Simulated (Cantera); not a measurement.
An adiabatic, constant-volume homogeneous reactor starts with CO : H2 : O2 : N2 = 1 : 0.27 : 0.397 : 1.49 (molar parts), at 1250 K and 3.75 atm. Integrator tolerance rtol = 1e-08.

Model: GRI-Mech 3.0 (53 species, 325 reactions), integrated in Cantera. The hydrogen kinetics of GRI-Mech 3.0 are dated; newer H2 mechanisms differ, most at raised pressure. Above 3000 K some thermodynamic fits are extrapolated.

What does this change do: constant pressure in place of constant volume?


```
quantity                                                            before                                    after
---------------------------------  ---------------------------------------  ---------------------------------------
time of steepest temperature rise                                  16.9 µs                                  17.4 µs
temperature at 4.00 s                                               3023 K                                   2831 K
equilibrium temperature                                             3023 K                                   2831 K
x(CO) at 4.00 s                        0.193 (gas-phase equilibrium 0.193)      0.182 (gas-phase equilibrium 0.182)
x(H2) at 4.00 s                      0.0120 (gas-phase equilibrium 0.0120)    0.0116 (gas-phase equilibrium 0.0116)
x(O2) at 4.00 s                      0.0106 (gas-phase equilibrium 0.0106)  0.00710 (gas-phase equilibrium 0.00710)
x(H2O2) at 4.00 s                  3.88e-7 (gas-phase equilibrium 3.88e-7)  1.67e-7 (gas-phase equilibrium 1.67e-7)
x(NO2) at 4.00 s                   3.30e-6 (gas-phase equilibrium 3.30e-6)  1.36e-6 (gas-phase equilibrium 1.36e-6)
```
